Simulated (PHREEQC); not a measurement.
A solution holds 1.8 mmol/kgw CaSO4, 0.2 mmol/kgw Na2HPO4 and 70 mmol/kgw NaCl, at 25 °C. Closed to the air; pH follows from the charge balance.

All values are PHREEQC results (ion-association model, phreeqc.dat), not measurements.

| quantity | before | after |
|---|---|---|
| pH | 8.09 | 4.63 |
| ionic strength (mol/kgw) | 0.0769 | 0.0758 |
| HPO4-2 (mol/kgw) | 0.000150 | 0.000362 |
| H2PO4- (mol/kgw) | 1.00e-5 | 0.0689 |
| NaHPO4- (mol/kgw) | 8.32e-6 | 2.02e-5 |
| PO4-3 (mol/kgw) | 2.89e-8 | 2.45e-11 |

Question: Name the change that produced these shifts.
(A) CaSO4 from 0.0018 to 0.00162 mol/kgw
(B) NaCl replaced by NaH2PO4 at the same molality
(C) CaSO4 from 0.0018 to 0.0036 mol/kgw
(D) CaSO4 left out
(E) temperature from 25 to 80 °C

Answer: B, NaCl replaced by NaH2PO4 at the same molality

This is a speciation only: nothing precipitates in the calculation. Some of these states are supersaturated (in Hydroxyapatite, for instance).
